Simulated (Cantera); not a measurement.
Input: 1 mol H2O, at 1777 °C.

Method: chemical equilibrium by Gibbs-energy minimisation in Cantera with the NASA 1993 tables (ideal gas, pure condensed phases). Candidate condensed phases: H2O; 9 gas species. Rates play no part.

Problem. At 1400 Pa, list the 4 most abundant gas species with their mole fractions, and the condensed phases.

Solution. H2O 0.942, H2 0.0298, O2 0.0124, OH 0.0114. Condensed: gas only.
